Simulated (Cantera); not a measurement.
A closed system holds: 1 mol BN, 47 mol Cl2, 2.3 mol N2, at 1323.15 K and 0.100 bar.

Equilibrium computed with Cantera from the NASA thermochemical tables; the gas is ideal and each condensed phase is pure. Candidate condensed phases: B, BN; 10 gas species. Kinetics and transport are ignored.

### Question
What is the equilibrium state?

### Answer
x(Cl2): 0.880
x(N2): 0.0555
x(Cl): 0.0451
x(BCl3): 0.0198
gas amount: 50.44 mol
log10 activity of B(s) (absent): -14.38
